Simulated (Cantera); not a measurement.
Feed: 1 mol FeS2, a varied amount of H2S, 5.5 mol CO2, at 1225 °C and 15.8 Torr.

Equilibrium computed with Cantera from the NASA thermochemical tables; the gas is ideal and each condensed phase is pure. Candidate condensed phases: C, C6H6, C7H8, C8H18, Fe, Fe(CO)5, FeO, Fe(OH)2, Fe(OH)3, FeS, FeSO4, FeS2, Fe2O3, Fe2(SO4)3, Fe3O4, H2O, H2SO4, S; 127 gas species. Metal and sulfide melt together well below either melting point, which pure phases cannot show. Mutual solubility and eutectic melting of coexisting phases are not modelled. The tables' stoichiometric FeO is somewhat more stable than real wüstite, so its field is too wide. FeO, FeS: taken at fixed stoichiometry. Kinetics and transport are ignored.

x: gas mole fraction; n: condensed amount in mol.

| n(H2S) (mol) | x CO2 | x CO | x H2O | x S2 | x H2 | x SO2 | x H2S | n FeO(s) | n FeS(l) |
|---|---|---|---|---|---|---|---|---|---|
| 0.43 | 0.482 | 0.282 | 0.0472 | 0.0865 | 0.0107 | 0.0831 | 0.00168 | 0.474 | 0.526 |
| 0.57 | 0.471 | 0.277 | 0.0613 | 0.0857 | 0.0140 | 0.0821 | 0.00217 | 0.359 | 0.641 |
| 0.75 | 0.458 | 0.271 | ? | 0.0848 | ? | 0.0807 | ? | ? | ? |
| 0.99 | 0.441 | 0.263 | 0.100 | 0.0837 | 0.0231 | 0.0791 | 0.00355 | 0.0144 | 0.986 |
| 1.3 | 0.402 | 0.265 | 0.121 | 0.0983 | 0.0310 | 0.0703 | 0.00516 | 0 | 1.000 |
| 1.7 | ? | 0.266 | ? | ? | ? | ? | ? | 0 | 1.000 |
| 2.3 | 0.304 | 0.266 | 0.169 | 0.138 | 0.0574 | 0.0471 | 0.0113 | 0 | 1.000 |
| 3 | 0.254 | 0.263 | 0.190 | 0.158 | 0.0762 | 0.0359 | 0.0161 | 0 | 1.000 |
| 4 | 0.199 | 0.257 | 0.206 | 0.180 | 0.103 | 0.0248 | 0.0232 | 0 | 1.000 |

Question: Complete the blanks.

Answer: 
- 1.7, x CO2: 0.358
- 1.7, x H2O: 0.144
- 1.7, x S2: 0.116
- 1.7, x H2: 0.0415
- 1.7, x SO2: 0.0599
- 1.7, x H2S: 0.00750
- 0.75, x H2O: 0.0785
- 0.75, x H2: 0.0180
- 0.75, x H2S: 0.00278
- 0.75, n FeO(s): 0.211
- 0.75, n FeS(l): 0.789
